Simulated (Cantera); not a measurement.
Charge: 1 mol C2H2, 1.4 mol CO2, 5.9 mol N2, held at 2125 °C and 1 atm.

These are equilibrium values from Cantera (NASA tables, ideal gas, pure condensed phases), not measurements of a reactor. Candidate condensed phases: C, C6H6, C7H8, C8H18, H2O; 136 gas species. Kinetics and transport are ignored.

Base state: N2 0.600, CO 0.288, H2 0.0927, HCN 0.0128, H 0.00477, HNC 0.00133, C2H2 (acetylene) 0.000641, CN 3.28e-5 (mole fractions); condensed: C(graphite).

Problem. What changes in the equilibrium state with this change: temperature from 2125 °C to 1925 °C?

Solution. 
```tsv
species	before	after
N2	0.600	0.604
CO	0.288	0.288
H2	0.0927	0.0980
HCN	0.0128	0.00728
CN	3.28e-5	4.57e-6
C2N2	2.46e-5	5.96e-6
H	0.00477	0.00173
C2H2 (acetylene)	0.000641	0.000248
HNC	0.00133	0.000573
C(graphite), mol	0.449	0.519
```

Problem. What changes in the equilibrium state with this change: temperature from 2125 °C to 977 °C?

Solution. 
```tsv
species	before	after
N2	0.600	0.609
CO	0.288	0.287
H2	0.0927	0.103
HCN	0.0128	3.17e-5
CN	3.28e-5	<1e-9
H	0.00477	1.54e-7
C2H2 (acetylene)	0.000641	2.58e-8
C(graphite), mol	0.449	0.611
```

Problem. What changes in the equilibrium state with this change: temperature from 2125 °C to 1475 °C?

Solution. 
```tsv
species	before	after
N2	0.600	0.608
CO	0.288	0.289
H2	0.0927	0.102
HCN	0.0128	0.00118
CN	3.28e-5	1.01e-8
C2N2	2.46e-5	7.37e-8
C(graphite), mol	0.449	0.588
```
